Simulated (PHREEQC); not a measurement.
# Nickel, zinc or cadmium bath (model solution)

Dissolve 0.0021 mol/kgw ZnSO4 and 0.099 mol/kgw Na2SO4 at 25 °C. Closed to the air; pH follows from the charge balance.

The numbers come from PHREEQC with the ion-association model, wateq4f.dat.

Each row changes one thing in this solution. No solid was allowed to form.

```
case                                             pH  ionic strength (mol/kgw)  SO4-2 (mol/kgw)  HSO4- (mol/kgw)
---------------------------------------------  ----  ------------------------  ---------------  ---------------
as made                                        6.56                     0.262           0.0801          7.99e-7
Na2SO4 replaced by CuSO4 at the same molality  4.53                     0.208           0.0516          5.90e-5
ZnSO4 from 0.0021 to 0.00105 mol/kgw           6.70                     0.260           0.0800          5.83e-7
ZnSO4 from 0.0021 to 0.021 mol/kgw             6.07                     0.286           0.0814          2.43e-6
0.0079 mol/kgw HBr added                       2.71                     0.261           0.0757          0.00540
Na2SO4 from 0.099 to 0.0099 mol/kgw            6.15                    0.0335           0.0105          4.38e-7
ZnSO4 replaced by CaSO4 at the same molality   7.23                     0.263           0.0808          1.72e-7
Na2SO4 left out                                5.95                   0.00695          0.00173          1.46e-7
Na2SO4 from 0.099 to 0.0495 mol/kgw            6.42                     0.138           0.0433          7.10e-7
```

Some of these states are supersaturated (in Antlerite, Brochantite, for instance).
